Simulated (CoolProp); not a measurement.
n-perfluorohexane at several states: density (kg/m³) from the reference equation and from simpler models built on Tc = 448.0 K, pc = 17.42 bar, ω = 0.497; each cubic takes its own stable root.

Model: reference Helmholtz-energy equation of state, Gao 2022, in CoolProp.

```
T (K)  p (bar)   phase  reference  van der Waals  Redlich-Kwong  Soave-Redlich-Kwong  Peng-Robinson
-----  -------  ------  ---------  -------------  -------------  -------------------  -------------
449.2     1.15     gas      10.66          10.62          10.65                10.65          10.68
348.6      104  liquid       1587          990.9           1364                 1417           1590
228.5    0.972  liquid       1871           1031           1529                 1603           1800
434       9.68     gas      125.2          116.1          121.1                122.8          126.2
```
